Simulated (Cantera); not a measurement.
**Pyrogenic steam for wet oxidation**

A perfectly stirred reactor is fed with 5.45 % H₂, 18.2 % O₂, 76.4 % N₂, at 0.128 atm; it is held at 1000 K, and followed from long to short residence time.

Detailed kinetics in Cantera: GRI-Mech 3.0 (53 species, 325 reactions). Radical loss at walls, strong at low pressure, is not modelled. The temperature is held fixed by assumption; the heat of reaction is taken as removed at once.

```tsv
τ (s)	x H₂	x O₂	x NO	x HO₂	x N₂O	x H₂O
10	8.86e-5	0.159	1.59e-8	1.85e-6	1.22e-7	0.0560
2.1	0.000238	0.159	1.14e-8	3.80e-6	9.20e-8	0.0558
0.41	0.000625	0.159	1.60e-8	6.93e-6	6.08e-8	0.0554
0.081	0.00154	0.159	3.52e-8	1.08e-5	3.56e-8	0.0543
0.016	0.00364	0.160	7.92e-8	1.44e-5	1.86e-8	0.0518
0.0032	0.00841	0.162	1.48e-7	1.66e-5	8.81e-9	0.0458
0.00063	0.0196	0.166	1.46e-7	1.67e-5	3.29e-9	0.0318
```
x: mole fraction; the columns are a selection and need not sum to one.
